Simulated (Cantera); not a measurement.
A Cantera script and what it prints.

```python
import numpy as np
import cantera as ct

gas_names = [...]  # 115 gases of nasa_gas.yaml made of C, Ca, H, O
cond_names = """
    C(gr) C6H6(L) C7H8(L) C8H18(L),n-octa Ca(a) Ca(b) Ca(L) CaCO3(caL) CaO(s) CaO(L) CaO2H2(s) H2O(s)
    H2O(L)
""".split()


# ... load() reads the species with a 1 bar reference pressure and builds the phases ...
atoms = {
    'CaCO3': {'Ca': 1, 'C': 1, 'O': 3},
    'O2': {'O': 2},
    'H2O': {'H': 2, 'O': 1},
}
top_T = {'C(gr)': 4500}  # K; cautious upper limits of use, not melting points


# ... equilibrate(T, P, feed) seeds the gas with the atoms and calls Mixture.equilibrate('TP', solver="vcs", rtol=1e-11, max_steps=5000) ...
results = []
feed = {'CaCO3': 1, 'O2': 0.11, 'H2O': 0.6}  # mol
P = 13332.2  # Pa
for T in [725, 775, 825, 875, 925, 975, 1025, 1075, 1125, 1175, 1225, 1275]:
    mix = equilibrate(T, P, feed)
    results.append((T, P, feed, dict(zip(mix.species_names, mix.species_moles))))
    x = sorted(zip(gas.X, gas.species_names), reverse=True)
    print(f"T = {T:g} K  P = {P:g} Pa  gas = {mix.phase_moles(0):.4g} mol")
    print("   x: " + "  ".join(f"{s} {v:.3e}" for v, s in x if v > 1e-05))
    print("   condensed (mol): " + ("  ".join(f"{mix.phase(i).name} {mix.phase_moles(i):.4g}"
          for i in range(1, mix.n_phases) if mix.phase_moles(i) > 1e-12) or "none"))
```

Output:

```
T = 725 K  P = 13332.2 Pa  gas = 0.7101 mol
   x: H2O 8.449e-01  O2 1.549e-01  CO2 1.570e-04
   condensed (mol): CaCO3(caL) 0.9999  CaO(s) 0.0001115
T = 775 K  P = 13332.2 Pa  gas = 0.7107 mol
   x: H2O 8.442e-01  O2 1.548e-01  CO2 1.007e-03
   condensed (mol): CaCO3(caL) 0.9993  CaO(s) 0.0007154
T = 825 K  P = 13332.2 Pa  gas = 0.7137 mol
   x: H2O 8.407e-01  O2 1.541e-01  CO2 5.129e-03
   condensed (mol): CaCO3(caL) 0.9963  CaO(s) 0.00366
T = 875 K  P = 13332.2 Pa  gas = 0.7257 mol
   x: H2O 8.268e-01  O2 1.516e-01  CO2 2.160e-02
   condensed (mol): CaCO3(caL) 0.9843  CaO(s) 0.01568
T = 925 K  P = 13332.2 Pa  gas = 0.7697 mol
   x: H2O 7.795e-01  O2 1.429e-01  CO2 7.756e-02
   condensed (mol): CaCO3(caL) 0.9403  CaO(s) 0.0597
T = 975 K  P = 13332.2 Pa  gas = 0.9382 mol
   x: H2O 6.395e-01  CO2 2.432e-01  O2 1.172e-01
   condensed (mol): CaCO3(caL) 0.7718  CaO(s) 0.2282
T = 1025 K  P = 13332.2 Pa  gas = 1.71 mol
   x: CO2 5.848e-01  H2O 3.509e-01  O2 6.433e-02
   condensed (mol): CaO(s) 1
T = 1075 K  P = 13332.2 Pa  gas = 1.71 mol
   x: CO2 5.848e-01  H2O 3.509e-01  O2 6.433e-02
   condensed (mol): CaO(s) 1
T = 1125 K  P = 13332.2 Pa  gas = 1.71 mol
   x: CO2 5.848e-01  H2O 3.509e-01  O2 6.433e-02
   condensed (mol): CaO(s) 1
T = 1175 K  P = 13332.2 Pa  gas = 1.71 mol
   x: CO2 5.848e-01  H2O 3.509e-01  O2 6.433e-02
   condensed (mol): CaO(s) 1
T = 1225 K  P = 13332.2 Pa  gas = 1.71 mol
   x: CO2 5.848e-01  H2O 3.509e-01  O2 6.433e-02
   condensed (mol): CaO(s) 1
T = 1275 K  P = 13332.2 Pa  gas = 1.71 mol
   x: CO2 5.848e-01  H2O 3.509e-01  O2 6.432e-02  OH 1.802e-05
   condensed (mol): CaO(s) 1
```

Equilibrium computed with Cantera from the NASA thermochemical tables; the gas is ideal and each condensed phase is pure.
